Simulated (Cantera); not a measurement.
Input: 1 mol C2H4, 0.11 mol NH3, equilibrated at 2773 K and 150000 Pa.

Equilibrium computed with Cantera from the NASA thermochemical tables; the gas is ideal and each condensed phase is pure. Candidate condensed phases: C, C6H6, C7H8, C8H18; 92 gas species. The numbers say what is thermodynamically allowed, not how fast it happens.

Base state: H2 0.882, H 0.0570, C2H2 (acetylene) 0.0269, N2 0.0153, HCN 0.0152, HNC 0.00236, C4H2 0.000340, C2H 0.000209 (mole fractions); condensed: C(graphite).

What changes in the equilibrium state with this change: NH3 from 0.11 to 0.08 mol?


| species | before | after |
|---|---|---|
| H2 | 0.882 | 0.889 |
| H | 0.0570 | 0.0572 |
| C2H2 (acetylene) | 0.0269 | 0.0271 |
| N2 | 0.0153 | 0.0106 |
| HCN | 0.0152 | 0.0127 |
| CN | 8.01e-5 | 6.68e-5 |
| HNC | 0.00236 | 0.00197 |
| C(graphite), mol | 1.83 | 1.84 |

What changes in the equilibrium state with this change: NH3 from 0.11 to 2.9 mol?


```json
[
 {"species": "H2", "before": "0.882", "after": "0.719"},
 {"species": "N2", "before": "0.0153", "after": "0.156"},
 {"species": "H", "before": "0.0570", "after": "0.0515"},
 {"species": "HCN", "before": "0.0152", "after": "0.0438"},
 {"species": "C2H2 (acetylene)", "before": "0.0269", "after": "0.0219"},
 {"species": "C2N2", "before": "5.18e-6", "after": "5.29e-5"},
 {"species": "CN", "before": "8.01e-5", "after": "0.000256"},
 {"species": "HNC", "before": "0.00236", "after": "0.00680"},
 {"species": "C2H4", "before": "1.08e-5", "after": "7.20e-6"},
 {"species": "CH4", "before": "0.000118", "after": "7.87e-5"},
 {"species": "C(graphite), mol", "before": "1.83", "after": "1.23"}
]
```

What changes in the equilibrium state with this change: temperature from 2773 K to 1048.15 K?


```csv
species,before,after
H2,0.882,0.902
CH4,0.000118,0.0712
N2,0.0153,0.0265
H,0.0570,6.01e-9
C2H2 (acetylene),0.0269,3.57e-9
HCN,0.0152,1.67e-6
HNC,0.00236,3.46e-9
C4H2,0.000340,<1e-9
C2H,0.000209,<1e-9
CN,8.01e-5,<1e-9
C2H2 (vinylidene),4.80e-5,<1e-9
"C(graphite), mol",1.83,1.85
```
